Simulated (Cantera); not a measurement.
Input: 1 mol CH₂F₂, 0.61 mol F₂, 6.2 mol H₂, held at 0.133 bar.

Cantera equilibrium calculation (NASA polynomials, part measured and part estimated; ideal gas, pure solids and liquids). Candidate condensed phases: C, C₆H₆, C₇H₈, C₈H₁₈; 95 gas species. Rates play no part.

Question: What share of the C ends up in condensed phases as a function of T (K), at 1998, 2098, 2198, 2298, 2398, 2498, 2598?

Answer: 
```csv
T (K),C condensed (%),as
1998,99.1,C(graphite)
2098,98.4,C(graphite)
2198,97.2,C(graphite)
2298,95.3,C(graphite)
2398,92.4,C(graphite)
2498,88.4,C(graphite)
2598,82.9,C(graphite)
```
